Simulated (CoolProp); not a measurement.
A single-stage vapour-compression cycle with R13: evaporating at 254.15 K (dew point), condensing at 291.15 K (bubble point), superheat 0 K, subcooling 2 K, compressor efficiency 0.8, no pressure losses. Each further row changes one setting.

Computed with CoolProp (reference Helmholtz-energy equation of state, Platzer 1990). This equation is an older, rougher fit; its heat capacities, sound speeds and derivatives of the liquid may be far off and weren't checked against measurements.

| case | cooling COP | pressure ratio | discharge temperature (K) | refrigerating effect (kJ/kg) | volumetric capacity (kJ/m³) |
|---|---|---|---|---|---|
| as stated | 3.53 | 2.58 | 306.0 | 66.0 | 4930 |
| evaporating temperature 259.15 K | 4.28 | 2.24 | 304.0 | 66.9 | 5840 |
| condensing temperature 286.15 K | 4.45 | 2.30 | 299.1 | 73.2 | 5470 |
| subcooling 7 K | 3.95 | 2.58 | 306.0 | 73.8 | 5530 |
| superheat 10 K | 3.60 | 2.58 | 315.4 | 73.8 | 5080 |
| compressor efficiency 0.7 | 3.09 | 2.58 | 308.5 | 66.0 | 4930 |
